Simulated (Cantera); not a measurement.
## NO annealing gas

An isothermal, constant-pressure homogeneous reactor starts with 70.9 % NO, 29.1 % N2, at 1875 K and 10.00 Torr.

Cantera simulation using GRI-Mech 3.0 (53 species, 325 reactions); the numbers are that mechanism's predictions, not measurements. Radical loss at walls, strong at low pressure, is not modelled.

| t (s) | x NO | x O | x N2O | x O2 | x N2 | x NO2 |
|---|---|---|---|---|---|---|
| 3.00e-5 | 0.709 | 8.87e-8 | 8.87e-8 | 1.01e-11 | 0.291 | 1.79e-11 |
| 8.35e-5 | 0.709 | 2.47e-7 | 2.47e-7 | 7.83e-11 | 0.291 | 1.39e-10 |
| 0.000232 | 0.709 | 6.87e-7 | 6.86e-7 | 6.01e-10 | 0.291 | 1.06e-9 |
| 0.000646 | 0.709 | 1.91e-6 | 1.90e-6 | 4.65e-9 | 0.291 | 8.12e-9 |
| 0.00180 | 0.709 | 5.32e-6 | 5.25e-6 | 3.64e-8 | 0.291 | 6.15e-8 |
| 0.00500 | 0.709 | 1.48e-5 | 1.43e-5 | 2.84e-7 | 0.291 | 4.38e-7 |
| 0.0139 | 0.709 | 4.17e-5 | 3.74e-5 | 2.37e-6 | 0.291 | 2.71e-6 |
| 0.0387 | 0.709 | 0.000116 | 8.76e-5 | 2.34e-5 | 0.291 | 1.11e-5 |
| 0.108 | 0.708 | 0.000247 | 0.000152 | 0.000216 | 0.291 | 2.06e-5 |
| 0.300 | 0.706 | 0.000305 | 0.000171 | 0.00111 | 0.292 | 2.41e-5 |
| 0.834 | 0.701 | 0.000327 | 0.000167 | 0.00378 | 0.295 | 2.85e-5 |
| 2.32 | 0.686 | 0.000380 | 0.000154 | 0.0114 | 0.302 | 3.88e-5 |
| 6.46 | 0.641 | 0.000496 | 0.000125 | 0.0336 | 0.325 | 5.90e-5 |
| 18.0 | 0.517 | 0.000715 | 7.21e-5 | 0.0954 | 0.386 | 8.24e-5 |
| 50.0 | 0.260 | 0.00102 | 1.58e-5 | 0.224 | 0.515 | 6.57e-5 |
x: mole fraction; the columns are a selection and need not sum to one.

Equilibrium at this temperature and pressure: NO 0.00622, O 0.00124, N2O 3.69e-8, O2 0.351, N2 0.642, NO2 2.00e-6 (gas phase only).
